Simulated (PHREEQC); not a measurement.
**Brine: an equilibrium model**

Make-up at 25 °C: 6 mol/kgw NaOH, 0.0087 mol/kgw K2SO4 and 0.19 mol/kgw LiCl. Closed to the air; pH follows from the charge balance.

All values are PHREEQC results (Pitzer model, pitzer.dat), not measurements.

Precipitation was switched off in this run.

### Question
What pH, density, osmotic coefficient does the model give?

### Answer
pH 15.12; density 1.196 g/cm³; osmotic coefficient 1.431.

Complexes and solids missing from the database can't appear. In brines, pH and single-ion activities rest on the MacInnes convention.
